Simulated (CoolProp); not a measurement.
Vapour-liquid equilibrium of R125 (1) + R115 (2) at -59.95 °C; x and y are mole fractions of (1).

Computed with CoolProp (multi-fluid Helmholtz-energy mixture model, Lemmon 2005 and Lemmon 2016; pair parameters Bell 2016).

Q: Give the bubble pressure and the first vapour's composition at x = 0.65, 0.8, 0.95. Is there an azeotrope?

A: x = 0.65: 0.05729 MPa, y = 0.687; x = 0.8: 0.05752 MPa, y = 0.786; x = 0.95: 0.05578 MPa, y = 0.930. y crosses x between x = 0.65 and 0.8: the model has an azeotrope there.

The pair parameters rest on a limited set of measurements; away from them the model extrapolates.
